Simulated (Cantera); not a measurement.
Adiabatic ignition

An adiabatic, constant-volume homogeneous reactor starts with 5.43 % CH4, 17.5 % O2, 77.0 % N2, at 1650 K and 4.93 atm.

Detailed kinetics in Cantera: GRI-Mech 3.0 (53 species, 325 reactions).

| t (s) | T (K) | P (bar) | x CH4 | x O2 | x H2 | x NO2 | x O | x NO |
|---|---|---|---|---|---|---|---|---|
| 3.00e-6 | 1650 | 5.00 | 0.0542 | 0.175 | 1.66e-6 | <1e-12 | 7.90e-8 | <1e-12 |
| 7.44e-6 | 1650 | 5.00 | 0.0542 | 0.175 | 5.29e-6 | <1e-12 | 1.60e-7 | <1e-12 |
| 1.84e-5 | 1650 | 5.00 | 0.0540 | 0.175 | 2.53e-5 | <1e-12 | 5.00e-7 | 2.61e-12 |
| 4.57e-5 | 1657 | 5.02 | 0.0523 | 0.174 | 0.000322 | <1e-12 | 2.58e-6 | 3.01e-11 |
| 0.000113 | 2813 | 8.64 | <1e-12 | 0.0655 | 0.00295 | 1.55e-6 | 0.00502 | 0.00142 |
| 0.000281 | 2802 | 8.60 | <1e-12 | 0.0625 | 0.00290 | 8.34e-6 | 0.00470 | 0.00777 |
| 0.000696 | 2789 | 8.56 | <1e-12 | 0.0591 | 0.00286 | 1.59e-5 | 0.00435 | 0.0151 |
| 0.00172 | 2784 | 8.54 | <1e-12 | 0.0576 | 0.00284 | 1.90e-5 | 0.00421 | 0.0183 |
| 0.00427 | 2783 | 8.54 | <1e-12 | 0.0575 | 0.00284 | 1.92e-5 | 0.00420 | 0.0184 |
| 0.0106 | 2783 | 8.54 | <1e-12 | 0.0575 | 0.00284 | 1.92e-5 | 0.00420 | 0.0184 |
| 0.0263 | 2783 | 8.54 | <1e-12 | 0.0575 | 0.00284 | 1.92e-5 | 0.00420 | 0.0184 |
| 0.0651 | 2783 | 8.54 | <1e-12 | 0.0575 | 0.00284 | 1.92e-5 | 0.00420 | 0.0184 |
| 0.161 | 2783 | 8.54 | <1e-12 | 0.0575 | 0.00284 | 1.92e-5 | 0.00420 | 0.0184 |
| 0.400 | 2783 | 8.54 | <1e-12 | 0.0575 | 0.00284 | 1.92e-5 | 0.00420 | 0.0184 |
x: mole fraction; the columns are a selection and need not sum to one.

| Quantity | Result |
|---|---|
| time of steepest temperature rise | 81.9 µs |
| temperature at 0.400 s | 2783 K |
| equilibrium temperature | 2783 K |
| x(CH4) at 0.400 s | <1e-12 (gas-phase equilibrium <1e-12) |
| x(O2) at 0.400 s | 0.0575 (gas-phase equilibrium 0.0575) |
| x(H2) at 0.400 s | 0.00284 (gas-phase equilibrium 0.00284) |
